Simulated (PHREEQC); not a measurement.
Solution (25 °C): 0.13 mol Al2(SO4)3, 0.0026 mol CaCl2, 0.19 mol H2SO4 and 7.7e-05 mol NaCl per kg of water. Closed to the air; pH follows from the charge balance.

The numbers come from PHREEQC with the ion-association model, phreeqc.dat.

Precipitation was switched off in this run.

Order these Ca species by the share of Ca that they hold, largest first: CaHSO4+, Ca+2, CaSO4.

Ca+2 (46 %), CaHSO4+ (30 %), CaSO4 (24 %)

The pH is 0.91 and the ionic strength 0.586 mol/kgw. Species that the database lacks are ignored.
